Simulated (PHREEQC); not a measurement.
30 mol of Gypsum (CaSO4:2H2O) is brought to equilibrium with 1 kg of water holding 0.99 mol/kgw CaCl2, at 8.3 °C and several pressures. CO2 from the air is kept out. Only these solids could form: Gypsum, Anhydrite, Portlandite.

Equilibrium calculation in PHREEQC: Pitzer model, pitzer.dat.

Problem. Predict dissolved S (mol/kgw) at P (atm) = 50, 500.

Solution. 
```tsv
P (atm)	dissolved S (mol/kgw)
50	0.00602
500	0.00770
```

Constants without temperature data keep their 25 °C values here.
